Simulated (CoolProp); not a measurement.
A closed Brayton cycle with nitrogen: compressor inlet 314.15 K and 7 MPa, high pressure 13.2 MPa, turbine inlet 870 K, compressor efficiency 0.85, turbine efficiency 0.93, recuperator effectiveness 0.95 (on enthalpy, no pinch check). Each further row changes one setting.

Computed with CoolProp (reference Helmholtz-energy equation of state, Span 2000).

```tsv
case	thermal efficiency (%)	net work (kJ/kg)	compressor to turbine work	compressor exit (K)	turbine exit (K)
as stated	39.6	67.3	0.54	388.6	744.9
turbine inlet 820 K	37.0	[?]	0.57	388.6	700.9
compressor inlet 324.15 K	38.3	64.6	0.56	400.9	744.9
high pressure 11.2 MPa	[?]	[?]	[?]	[?]	775.6
recuperator effectiveness 0.5	19.5	67.3	0.54	388.6	744.9
```

### Question
Complete the blanks.

### Answer

- turbine inlet 820 K, net work (kJ/kg): 59.0
- high pressure 11.2 MPa, thermal efficiency (%): 39.3
- high pressure 11.2 MPa, net work (kJ/kg): 53.6
- high pressure 11.2 MPa, compressor to turbine work: 0.51
- high pressure 11.2 MPa, compressor exit (K): 368.0
